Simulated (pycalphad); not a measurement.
# Phase fields of Al-Ce as a text map

All values are pycalphad results on the COST 507 light-alloy database (1999) (1 atm), not direct measurements. The data set is of 1999 and partly superseded.

Columns run from 0.2 at.% Ce, then 2 to 98 at.% in steps of 2, to 99.8 at.%; rows are temperatures in K.

```
 1750 aaaaaaaaaaaaaaaabbaaaaaaaaaaaaaaaaaaaaaaaaaaaaaaaaa
 1708 aaaaaaaaaaaaaabbbbbbbaaaaaaaaaaaaaaaaaaaaaaaaaaaaaa
 1667 aaaaaaaaaaaabbbbbbbbbbbaaaaaaaaaaaaaaaaaaaaaaaaaaaa
 1625 aaaaaaaaaaabbbbbbbbbbbbbaaaaaaaaaaaaaaaaaaaaaaaaaaa
 1583 aaaaaaaaaaabbbbbbbbbbbbbbaaaaaaaaaaaaaaaaaaaaaaaaaa
 1542 aaaaaaaaaabbbbbbbbbbbbbbbbaaaaaaaaaaaaaaaaaaaaaaaaa
 1500 aaaaaaaaaccddddddbbbbbbbbbbaaaaaaaaaaaaaaaaaaaaaaaa
 1458 aaaaaaaacccddddddbbbbbbbbbbbaaaaaaaaaaaaaaaaaaaaaaa
 1417 aaaaaaaccccddddddbbbbbbbbbbbbaaaaaaaaaaaaaaaaaaaaaa
 1375 aaaaaaccccceeffffbbbbbbbbbbbbaaaaaaaaaaaaaaaaaaaaaa
 1333 aaaaa?ccccceeffffbbbbbbbbbbbbbaaaaaaaaaaaaaaaaaaaaa
 1292 aaaaagggggghhffffbbbbbbbbbbbbbaaaaaaaaaaaaaaaaaaaaa
 1250 aaaaggggggghhffffbbbbbbbbbbbbbbaaaaaaaaaaaaaaaaaaaa
 1208 aaaaggggggghhffffbbbbbbbbbbbbbbaaaaaaaaaaaaaaaaaaaa
 1167 aaaaggggggghhffffbbbbbbbbbbbbbbbaaaaaaaaaaaaaaaaaaa
 1125 aaagggggggghhffffbbbbbbbbbbbbbbbaaaaaaaaaaaaaaaaaaa
 1083 aaagggggggghhffffiiiiiiiijkkkkkkkaaaaaaaaaaaaaaaaaa
 1042 aaagggggggghhffffiiiiiiiijkkkkkkkkaaaaaaaaaaaaaaaal
 1000 aaagggggggghhffffiiiiiiii?kkkkkkkkkaaaaaaaaaaaaammm
  958 aaggggggggghhffffiiiiiiii?kkkkkkkkkkaaaaaaaaaammmmm
  917 maggggggggghhffffiiiiiiii?nnnnnnnnnnnnoooaaaammmmmm
  875 ppppppppppphhffffiiiiiiii?nnnnnnnnnnnnoooooammmmmmm
  833 ppppppppppphhffffiiiiiiii?nnnnnnnnnnnnqqqqqqqqqqqqq
  792 ppppppppppphhffffiiiiiiii?nnnnnnnnnnnnqqqqqqqqqqqqq
  750 ppppppppppphhffffiiiiiiii?nnnnnnnnnnnnqqqqqqqqqqqqq
  708 ppppppppppphhffffiiiiiiii?nnnnnnnnnnnnqqqqqqqqqqqqq
  667 ppppppppppphhffffiiiiiiii?nnnnnnnnnnnnqqqqqqqqqqqqq
  625 ppppppppppphhffffiiiiiiii?nnnnnnnnnnnnqqqqqqqqqqqqq
  583 ppppppppppphhffffiiiiiiii?nnnnnnnnnnnnqqqqqqqqqqqqq
  542 ppppppppppphhffffiiiiiiii?nnnnnnnnnnnnqqqqqqqqqqqqq
  500 ppppppppppphhffffiiiiiiii?rrrrrrrrrrrrsssssssssssss
```

Key: a = liquid; b = AL2_CEND + liquid; c = AL11_CEND3H + liquid; d = AL11_CEND3H + AL2_CEND; e = AL11_CEND3H + AL3_CEND; f = AL2_CEND + AL3_CEND; g = AL11_CEND3L + liquid; h = AL11_CEND3L + AL3_CEND; i = AL2_CEND + AL_CEND; j = AL_CEND; k = AL_CEND + liquid; l = bcc + liquid; m = fcc + liquid; n = AL_CEND + AL_CEND3H; o = AL_CEND3H + liquid; p = AL11_CEND3L + fcc; q = AL_CEND3H + fcc; r = AL_CEND + AL_CEND3L; s = AL_CEND3L + fcc.

Database names, with the compositions (at.%) that they take in these runs: AL2_CEND: Al 67 Ce 33; AL11_CEND3H: Al 79 Ce 21; AL3_CEND: Al 75 Ce 25; AL11_CEND3L: Al 79 Ce 21; AL_CEND: Al 50 Ce 50; AL_CEND3H: Ce 75 Al 25; AL_CEND3L: Ce 75 Al 25.
